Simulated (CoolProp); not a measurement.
Ethanol along the isotherm 198.65 °C: density (kg/m³) from the reference equation and from simpler models built on Tc = 241.6 °C, pc = 6.268 MPa, ω = 0.644; each cubic takes its own stable root.

The numbers come from the reference Helmholtz-energy equation of state, Schroeder 2014 in CoolProp.

```
p (MPa)   phase  reference
-------  ------  ---------
0.196       gas      2.335
0.392       gas      4.742
0.588       gas      7.226
0.783       gas      9.783
0.979       gas      12.45
1.18        gas      15.29
1.37        gas      18.09
1.57        gas      21.17
1.76        gas      24.25
1.96        gas      27.68
2.15        gas      31.14
2.35        gas      35.03
2.55        gas      39.26
2.74        gas      43.67
3.13     liquid      559.8
```

How far does each simpler model (van der Waals, Redlich-Kwong, Soave-Redlich-Kwong, Peng-Robinson) lie from the reference over these 15 states: mean and median of the absolute difference, and the worst?


- van der Waals: mean 9.4 %, median 3.2 %, worst -91.5 % at 198.65 °C and 3.13 MPa
- Redlich-Kwong: mean 7.4 %, median 1.1 %, worst -91.0 % at 198.65 °C and 3.13 MPa
- Soave-Redlich-Kwong: mean 1.8 %, median 0.3 %, worst -22.9 % at 198.65 °C and 3.13 MPa
- Peng-Robinson: mean 2.1 %, median 1.6 %, worst -12.7 % at 198.65 °C and 3.13 MPa

At some of these states van der Waals, Redlich-Kwong gives the other phase, because its saturation line lies elsewhere.
